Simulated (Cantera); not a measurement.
An isothermal, constant-pressure homogeneous reactor starts with 16.7 % CH₄, 83.3 % H₂, at 1725 K and 0.00360 bar.

Model: GRI-Mech 3.0 (53 species, 325 reactions), integrated in Cantera. GRI-Mech 3.0 stops at C3 and has no aromatics, soot or wall deposition, so with more carbon than oxygen in the feed, carbon stays in small species such as C2H2 where larger ones or solid carbon would form. Radical loss at walls, strong at low pressure, is not modelled.

x: mole fraction; the columns are a selection and need not sum to one.

| t (s) | x CH₄ | x H₂ | x CH₃ | x C₂H₂ | x CH₂ |
|---|---|---|---|---|---|
| 2.00e-5 | 0.167 | 0.833 | 4.51e-7 | <1e-12 | <1e-12 |
| 7.23e-5 | 0.167 | 0.833 | 1.91e-6 | <1e-12 | <1e-12 |
| 0.000262 | 0.167 | 0.833 | 7.88e-6 | <1e-12 | 1.02e-11 |
| 0.000946 | 0.167 | 0.833 | 2.97e-5 | 7.23e-12 | 2.18e-10 |
| 0.00342 | 0.167 | 0.833 | … | … | … |
| 0.0124 | 0.166 | 0.833 | 0.000394 | 3.94e-7 | 4.47e-8 |
| 0.0447 | 0.164 | 0.834 | 0.00145 | 0.000107 | 5.23e-7 |
| 0.162 | 0.134 | 0.849 | 0.00339 | 0.0105 | 2.65e-6 |
| 0.585 | … | 0.891 | … | … | … |
| 2.11 | 0.0164 | 0.917 | 0.000651 | 0.0640 | 1.13e-6 |
| 7.65 | 0.00264 | 0.924 | 0.000151 | 0.0701 | 4.33e-7 |
| 27.7 | 0.000461 | 0.925 | 3.00e-5 | 0.0711 | 1.01e-7 |
| 100 | 0.000132 | 0.926 | 8.63e-6 | 0.0713 | 2.95e-8 |

Problem. Fill in the missing entries.

Solution. 
- 0.00342, x CH₃: 0.000109
- 0.00342, x C₂H₂: 1.70e-9
- 0.00342, x CH₂: 3.40e-9
- 0.585, x CH₄: 0.0619
- 0.585, x CH₃: 0.00188
- 0.585, x C₂H₂: 0.0435
- 0.585, x CH₂: 2.03e-6
